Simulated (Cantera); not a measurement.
An isothermal, constant-pressure homogeneous reactor starts with 35.7 % CH₄, 64.3 % H₂O, at 1848 K and 825 Torr.

Model: GRI-Mech 3.0 (53 species, 325 reactions), integrated in Cantera.

One state of this run: x CH₄ = 0.0812; x H₂O = 0.496; x CO₂ = 0.000907; x O = 6.89e-9; x CH₃ = 0.00132; x HO₂ = 7.18e-12; x CH₂O = 1.62e-5. x: mole fraction; the columns are a selection and need not sum to one.

Task: Which value of t (s) does it belong to?
(A) 0.00885
(B) 0.00188
(C) 0.0417
(D) 0.000400

Result: B, 0.00188
